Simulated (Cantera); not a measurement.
A perfectly stirred reactor is fed with NO : N2 = 1 : 14 (molar parts), at 0.0444 atm; it is held at 1823 K, and followed from long to short residence time.

Detailed kinetics in Cantera: GRI-Mech 3.0 (53 species, 325 reactions). Radical loss at walls, strong at low pressure, is not modelled.

Q: What does this change do: pressure from 0.0444 atm to 0.987 atm?

A: 
```csv
quantity,before,after
x(NO) at τ = 2.70 s,0.0661,0.0594
x(O2) at τ = 2.70 s,0.000251,0.00362
x(O) at τ = 2.70 s,2.44e-5,1.01e-5
x(NO2) at τ = 2.70 s,2.16e-6,2.03e-5
x(N2O) at τ = 2.70 s,1.76e-6,1.56e-6
x(NO) at τ = 23.0 ms,0.0667,0.0666
x(O2) at τ = 23.0 ms,7.63e-8,2.52e-5
x(O) at τ = 23.0 ms,1.69e-6,4.02e-6
x(NO2) at τ = 23.0 ms,1.34e-7,8.79e-6
x(N2O) at τ = 23.0 ms,7.65e-7,1.82e-6
```

Q: What does this change do: pressure from 0.0444 atm to 1.78 atm?

A: 
```tsv
quantity	before	after
x(NO) at τ = 2.70 s	0.0661	0.0554
x(O2) at τ = 2.70 s	0.000251	0.00561
x(O) at τ = 2.70 s	2.44e-5	9.03e-6
x(NO2) at τ = 2.70 s	2.16e-6	3.07e-5
x(N2O) at τ = 2.70 s	1.76e-6	1.44e-6
x(NO) at τ = 23.0 ms	0.0667	0.0665
x(O2) at τ = 23.0 ms	7.63e-8	4.82e-5
x(O) at τ = 23.0 ms	1.69e-6	3.18e-6
x(NO2) at τ = 23.0 ms	1.34e-7	1.27e-5
x(N2O) at τ = 23.0 ms	7.65e-7	1.94e-6
```
